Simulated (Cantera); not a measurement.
An isothermal plug-flow reactor at 550 K and 0.760 bar (inlet), inlet velocity 2.3 m/s, active area per volume 5400 1/m; feed 1.79 % H2, 3.10 % O2, 94.2 % N2, 0.894 % H2O, equivalence ratio 0.29.

Model: Deutschmann's 1995 Pt surface mechanism with GRI-Mech 3.0 gas chemistry, integrated in Cantera. Catalytic surfaces can have several steady states; this one follows from the mechanism file's or the stated starting coverage. Mass transfer to the wall is taken as infinitely fast.

Task: Predict: x(H2) at z = 0.0032 m; x(O2) at z = 0.0032 m; x(H2O) at z = 0.0032 m; θ(free Pt) at the exit; θ(O*) at the exit; θ(OH*) at the exit.

Result: x(H2) at z = 0.0032 m: 6.68e-5
x(O2) at z = 0.0032 m: 0.0223
x(H2O) at z = 0.0032 m: 0.0270
θ(free Pt) at the exit: 0.00471
θ(O*) at the exit: 0.988
θ(OH*) at the exit: 0.00692
